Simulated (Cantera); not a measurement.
Cantera run:

```python
import numpy as np
import cantera as ct

gas_names = """
    AL ALCL ALCL2 ALCL3 ALH AL2 AL2CL6 CL CL2 H HCL H2
""".split()
cond_names = """
    AL(cr) AL(L) ALCL3(s) ALCL3(L)
""".split()


def load(file, names, dense=False):
    # The tables refer to 1 bar. Condensed volumes are neglected.
    table = {s.name: s for s in ct.Species.list_from_file(file)}
    out = []
    for n in names:
        d = dict(table[n].input_data)
        d["thermo"] = dict(d["thermo"], **{"reference-pressure": 1e5})
        if dense:
            d["equation-of-state"] = {"model": "constant-volume", "density": "1e6 g/cm^3"}
        out.append(ct.Species.from_dict(d))
    return out


gas = ct.Solution(thermo="ideal-gas", species=load("nasa_gas.yaml", gas_names))
cond = {s.name: ct.Solution(thermo="fixed-stoichiometry", species=[s], name=s.name)
        for s in load("nasa_condensed.yaml", cond_names, dense=True)}
atoms = {
    'AlCl3': {'AL': 1, 'CL': 3},
    'HCl': {'H': 1, 'CL': 1},
    'H2': {'H': 2},
}
top_T = {}  # K; cautious upper limits of use, not melting points


def equilibrate(T, P, feed):
    n = {}
    for name, mol in feed.items():
        for a, k in atoms[name].items():
            n[a] = n.get(a, 0.0) + k * mol
    gas.TPX = T, P, n
    mass = sum(n.values()) * gas.mean_molecular_weight
    gas.equilibrate("TP")
    valid = [c for c in cond.values() if c.min_temp <= T <= top_T.get(c.name, c.max_temp)]
    mix = ct.Mixture([(gas, mass / gas.mean_molecular_weight)] + [(c, 0.0) for c in valid])
    mix.T, mix.P = T, P
    mix.equilibrate("TP", solver="vcs", rtol=1e-11, max_steps=5000)
    return mix


results = []
feed = {'AlCl3': 1, 'HCl': 2.5, 'H2': 960}  # mol
T = 1575  # K
P = 36  # Pa
mix = equilibrate(T, P, feed)
results.append((T, P, feed, dict(zip(mix.species_names, mix.species_moles))))
x = sorted(zip(gas.X, gas.species_names), reverse=True)
print(f"T = {T:g} K  P = {P:g} Pa  gas = {mix.phase_moles(0):.4g} mol")
print("   x: " + "  ".join(f"{s} {v:.3e}" for v, s in x if v > 0.001))
print("   condensed (mol): " + ("  ".join(f"{mix.phase(i).name} {mix.phase_moles(i):.4g}"
      for i in range(1, mix.n_phases) if mix.phase_moles(i) > 1e-12) or "none"))
```

Result:

```
T = 1575 K  P = 36 Pa  gas = 965.6 mol
   x: H2 9.921e-01  HCL 4.652e-03  H 2.182e-03  ALCL 1.029e-03
   condensed (mol): none
```

Cantera equilibrium calculation (NASA polynomials, part measured and part estimated; ideal gas, pure solids and liquids).
